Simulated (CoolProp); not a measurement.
Water along the isotherm 401.15 °C: fugacity coefficient from the reference equation and from simpler models built on Tc = 373.9 °C, pc = 22060 kPa, ω = 0.344; each cubic takes its own stable root.

Values from CoolProp's reference Helmholtz-energy equation of state, Wagner 2002.

```json
[
 {"p (kPa)": "9090", "phase": "gas", "reference": "0.8832"},
 {"p (kPa)": "18200", "phase": "gas", "reference": "0.7652"},
 {"p (kPa)": "27300", "phase": "supercritical", "reference": "0.6425"},
 {"p (kPa)": "36400", "phase": "supercritical", "reference": "0.5219"},
 {"p (kPa)": "45500", "phase": "supercritical", "reference": "0.4415"},
 {"p (kPa)": "54500", "phase": "supercritical", "reference": "0.3877"},
 {"p (kPa)": "63600", "phase": "supercritical", "reference": "0.3486"},
 {"p (kPa)": "72700", "phase": "supercritical", "reference": "0.3194"},
 {"p (kPa)": "81800", "phase": "supercritical", "reference": "0.2969"},
 {"p (kPa)": "90900", "phase": "supercritical", "reference": "0.2791"},
 {"p (kPa)": "100000", "phase": "supercritical", "reference": "0.2648"}
]
```

### Question
How far does each simpler model (van der Waals, Redlich-Kwong, Soave-Redlich-Kwong, Peng-Robinson) lie from the reference over these 11 states: mean and median of the absolute difference, and the worst?

### Answer
- van der Waals: mean 14.1 %, median 12.6 %, worst +33.3 % at 401.15 °C and 100000 kPa
- Redlich-Kwong: mean 6.9 %, median 6.2 %, worst +16.8 % at 401.15 °C and 100000 kPa
- Soave-Redlich-Kwong: mean 10.2 %, median 10.3 %, worst +22.1 % at 401.15 °C and 100000 kPa
- Peng-Robinson: mean 4.9 %, median 3.7 %, worst +11.2 % at 401.15 °C and 100000 kPa
